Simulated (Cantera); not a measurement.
Input (Python, Cantera) and output of one run.

```python
import numpy as np
import cantera as ct

gas_names = """
    H HO2 H2 H2O H2O2 O OH O2 O3 Ti TiO TiO2
""".split()
cond_names = """
    H2O(s) H2O(L) Ti(a) Ti(b) Ti(L) TiO(a) TiO(b) TiO(L) TiO2(ru) TiO2(L) Ti2O3(a) Ti2O3(b) Ti2O3(L)
    Ti3O5(a) Ti3O5(b) Ti3O5(L) Ti4O7(s) Ti4O7(L)
""".split()


# ... load() reads the species with a 1 bar reference pressure and builds the phases ...
atoms = {
    'TiO2': {'Ti': 1, 'O': 2},
    'H2': {'H': 2},
}
top_T = {}  # K; cautious upper limits of use, not melting points


# ... equilibrate(T, P, feed) seeds the gas with the atoms and calls Mixture.equilibrate('TP', solver="vcs", rtol=1e-11, max_steps=5000) ...
results = []
feed = {'TiO2': 1, 'H2': 1700}  # mol
T = 2200  # K
for P in [10, 36, 130, 460, 1700, 6000, 22000, 77000, 280000, 1000000]:
    mix = equilibrate(T, P, feed)
    results.append((T, P, feed, dict(zip(mix.species_names, mix.species_moles))))

top = {s: max(r[3][s] / sum(r[3][g] for g in gas_names) for r in results) for s in gas_names}
cols = sorted((s for s in top if top[s] > 1e-06), key=lambda s: -top[s])[:9]
seen = [c for c in cond_names if any(r[3].get(c, 0) > 1e-12 for r in results)]
print("log10 of partial pressures in bar; condensed amounts in mol")
print(f"{'P/Pa':>10s}" + "".join(f"{s[:9]:>10s}" for s in cols + seen))
for T, P, feed, n in results:
    ng = sum(n[g] for g in gas_names)
    print(f"{P:10.4g}" + "".join(f"{np.log10(max(n[s] / ng * P / 1e5, 1e-99)):10.3f}" for s in cols)
          + "".join(f"{n.get(c, 0):10.4g}" for c in seen))
```

Result:

```
log10 of partial pressures in bar; condensed amounts in mol
      P/Pa        H2         H       H2O       TiO        Ti        OH         O      TiO2    TiO(L)
        10    -4.242    -4.370    -7.381    -7.378    -8.507    -8.365    -8.650    -8.904         0
        36    -3.573    -4.036    -6.739    -6.778    -7.880    -8.058    -8.677    -8.332         0
       130    -2.954    -3.727    -6.139    -6.194    -7.278    -7.767    -8.696    -7.767         0
       460    -2.374    -3.436    -5.569    -5.631    -6.705    -7.487    -8.706    -7.214         0
      1700    -1.789    -3.144    -4.990    -5.055    -6.123    -7.200    -8.711    -6.644         0
      6000    -1.232    -2.865    -4.450    -4.933    -5.985    -6.938    -8.728    -6.538    0.6279
   2.2e+04    -0.663    -2.581    -3.889    -4.933    -5.976    -6.662    -8.736    -6.547     0.899
   7.7e+04    -0.117    -2.308    -3.345    -4.933    -5.974    -6.391    -8.739    -6.549    0.9712
   2.8e+05     0.445    -2.027    -2.784    -4.933    -5.972    -6.111    -8.740    -6.550    0.9921
     1e+06     0.999    -1.750    -2.231    -4.933    -5.972    -5.835    -8.741    -6.551    0.9978
```

Cantera equilibrium calculation (NASA polynomials, part measured and part estimated; ideal gas, pure solids and liquids). TiO: taken at fixed stoichiometry.
